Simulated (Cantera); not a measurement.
Input: 1 mol BN, 17 mol Cl2, 43 mol H2, held at 0.120 bar.

Cantera equilibrium calculation (NASA polynomials, part measured and part estimated; ideal gas, pure solids and liquids). Candidate condensed phases: B, BN, NH4Cl; 21 gas species. Gases not in the tables: BHCl2. Rates play no part. All values below are at 1175 K.

Base state: HCl 0.565, H2 0.434, BCl3 0.000537, N2 0.000268 (mole fractions); condensed: BN(s).

Task: What changes in the equilibrium state with this change: H2 from 43 to 0.69 mol?

Result: 
```
species       before    after
----------  --------  -------
Cl2            <1e-9    0.828
HCl            0.565   0.0776
BCl3        0.000537   0.0563
H2             0.434    <1e-9
N2          0.000268   0.0281
Cl           2.65e-7  0.00951
BN(s), mol     0.968        0
```
